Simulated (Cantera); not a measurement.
Input (Python, Cantera) and output of one run.

```python
import numpy as np
import cantera as ct

gas_names = """
    H HO2 H2 H2O H2O2 O OH O2 O3 Si SiH SiH2 SiH3 SiH4 SiO SiO2 Si2 Si3
""".split()
cond_names = """
    H2O(s) H2O(L) Si(cr) Si(L) SiO2(Lqz) SiO2(hqz) SiO2(L)
""".split()


def load(file, names, dense=False):
    # The tables refer to 1 bar. Condensed volumes are neglected.
    table = {s.name: s for s in ct.Species.list_from_file(file)}
    out = []
    for n in names:
        d = dict(table[n].input_data)
        d["thermo"] = dict(d["thermo"], **{"reference-pressure": 1e5})
        if dense:
            d["equation-of-state"] = {"model": "constant-volume", "density": "1e6 g/cm^3"}
        out.append(ct.Species.from_dict(d))
    return out


gas = ct.Solution(thermo="ideal-gas", species=load("nasa_gas.yaml", gas_names))
cond = {s.name: ct.Solution(thermo="fixed-stoichiometry", species=[s], name=s.name)
        for s in load("nasa_condensed.yaml", cond_names, dense=True)}
atoms = {
    'SiH4': {'Si': 1, 'H': 4},
    'H2O': {'H': 2, 'O': 1},
    'H2': {'H': 2},
}
top_T = {}  # K; cautious upper limits of use, not melting points


def equilibrate(T, P, feed):
    n = {}
    for name, mol in feed.items():
        for a, k in atoms[name].items():
            n[a] = n.get(a, 0.0) + k * mol
    gas.TPX = T, P, n
    mass = sum(n.values()) * gas.mean_molecular_weight
    gas.equilibrate("TP")
    valid = [c for c in cond.values() if c.min_temp <= T <= top_T.get(c.name, c.max_temp)]
    mix = ct.Mixture([(gas, mass / gas.mean_molecular_weight)] + [(c, 0.0) for c in valid])
    mix.T, mix.P = T, P
    mix.equilibrate("TP", solver="vcs", rtol=1e-11, max_steps=5000)
    return mix


results = []
feed = {'SiH4': 1, 'H2O': 0.17, 'H2': 0.38}  # mol
T = 2148  # K
P = 37000  # Pa
mix = equilibrate(T, P, feed)
results.append((T, P, feed, dict(zip(mix.species_names, mix.species_moles))))
print(gas.report(threshold=1e-05))
for i in range(1, mix.n_phases):
    print(f"{mix.phase(i).name:16s} {mix.phase_moles(i):12.5e} mol")
```

It prints:

```
       temperature   2148 K
          pressure   37000 Pa
           density   0.0096432 kg/m^3
  mean mol. weight   4.6547 kg/kmol
   phase of matter   gas

                          1 kg             1 kmol
                     ---------------   ---------------
          enthalpy        1.1602e+07        5.4005e+07  J
   internal energy        7.7655e+06        3.6146e+07  J
           entropy             44439        2.0685e+05  J/K
    Gibbs function       -8.3853e+07       -3.9031e+08  J
 heat capacity c_p            7467.2             34757  J/K
 heat capacity c_v            5680.9             26443  J/K

                      mass frac. Y      mole frac. X     chem. pot. / RT
                     ---------------   ---------------   ---------------
                 H         0.0014311         0.0066082           -10.388
                H2           0.40286           0.93015           -20.777
               H2O        4.0067e-05        1.0352e-05           -53.802
                Si         0.0035868        0.00059446           -6.2879
               SiH         0.0010699        0.00017118           -16.676
              SiH2         0.0013973        0.00021607           -27.065
               SiO           0.58948          0.062241           -39.313
     [  +11 minor]        0.00013932        1.1003e-05

Si(L)             8.27285e-01 mol
SiO2(L)           0.00000e+00 mol
```

Method: chemical equilibrium by Gibbs-energy minimisation in Cantera with the NASA 1993 tables (ideal gas, pure condensed phases). Gases not in the tables: Si2H6 and higher silanes.
